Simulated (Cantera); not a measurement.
Cantera run:

```python
import numpy as np
import cantera as ct

gas_names = """
    C CN CO CO2 C2 CCN CNC C2N2 C2O C3 C3O2 C4 C4N2 C5 N NCO NO NO2 NO3 N2 N2O O O2 O3
""".split()
cond_names = """
    C(gr)
""".split()


# ... load() reads the species with a 1 bar reference pressure and builds the phases ...
atoms = {
    'CO': {'C': 1, 'O': 1},
    'O2': {'O': 2},
    'N2': {'N': 2},
}
top_T = {'C(gr)': 4500}  # K; cautious upper limits of use, not melting points


# ... equilibrate(T, P, feed) seeds the gas with the atoms and calls Mixture.equilibrate('TP', solver="vcs", rtol=1e-11, max_steps=5000) ...
results = []
feed = {'CO': 1, 'O2': 0.46, 'N2': 3}  # mol
T = 1725  # K
P = 61  # Pa
mix = equilibrate(T, P, feed)
results.append((T, P, feed, dict(zip(mix.species_names, mix.species_moles))))
print(gas.report(threshold=0.0001))
for i in range(1, mix.n_phases):
    print(f"{mix.phase(i).name:16s} {mix.phase_moles(i):12.5e} mol")
```

Result:

```
       temperature   1725 K
          pressure   61 Pa
           density   0.00013458 kg/m^3
  mean mol. weight   31.644 kg/kmol
   phase of matter   gas

                          1 kg             1 kmol
                     ---------------   ---------------
          enthalpy       -1.2299e+06        -3.892e+07  J
   internal energy       -1.6832e+06       -5.3263e+07  J
           entropy             10303        3.2604e+05  J/K
    Gibbs function       -1.9003e+07       -6.0134e+08  J
 heat capacity c_p            1291.2             40857  J/K
 heat capacity c_v            1028.4             32542  J/K

                      mass frac. Y      mole frac. X     chem. pot. / RT
                     ---------------   ---------------   ---------------
                CO          0.020334          0.022972           -46.091
               CO2           0.31521           0.22664           -67.226
                NO        0.00023476        0.00024757           -38.207
                N2           0.66283           0.74872           -34.144
                O2         0.0013494         0.0013345            -42.27
     [  +19 minor]        4.3407e-05        8.5849e-05

C(gr)             0.00000e+00 mol
```

Equilibrium computed with Cantera from the NASA thermochemical tables; the gas is ideal and each condensed phase is pure.
